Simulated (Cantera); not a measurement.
Charge: 1 mol PbO, 42 mol H2, at 1275 °C and 1.33 mbar.

These are equilibrium values from Cantera (NASA tables, ideal gas, pure condensed phases), not measurements of a reactor. Candidate condensed phases: H2O, Pb, PbO, PbO2, Pb3O4; 12 gas species. Kinetics and transport are ignored.

Base state: H2 0.953, Pb 0.0232, H2O 0.0232, H 0.000823 (mole fractions); condensed: gas only.

Q: What changes in the equilibrium state with this change: temperature from 1275 °C to 527 °C?

A: 
```csv
species,before,after
H2,0.953,0.976
H2O,0.0232,0.0238
Pb,0.0232,4.61e-5
H,0.000823,<1e-9
"Pb(l), mol",0,0.998
```

Q: What changes in the equilibrium state with this change: PbO replaced by Fe(CO)5?

A: 
```csv
species,before,after
H2,0.953,0.893
CO,0,0.106
H,0.000823,0.000797
Pb,0.0232,0
H2O,0.0232,9.92e-7
Fe,0,0.000302
"Fe(γ), mol",0,0.986
```
Further candidate phases: C, C6H6, C7H8, C8H18, Fe, Fe(CO)5, FeO, Fe(OH)2, Fe(OH)3, Fe2O3, Fe3O4.
